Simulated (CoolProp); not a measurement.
Vapour-liquid equilibrium of methanol (1) + dimethyl carbonate (2) at 470.4 K; x and y are mole fractions of (1).

Values from CoolProp's multi-fluid Helmholtz-energy mixture model, de Reuck 1993 and Zhou 2011; pair parameters Bell 2016.

Task: Give the bubble pressure and the first vapour's composition at x = 0.05, 0.575, 0.725. Is there an azeotrope?

Result: x = 0.05: 1501 kPa, y = 0.153; x = 0.575: 3075 kPa, y = 0.717; x = 0.725: 3386 kPa, y = 0.809. No azeotrope shows between x = 0.05 and 0.95.

The pair parameters rest on a limited set of measurements; away from them the model extrapolates.
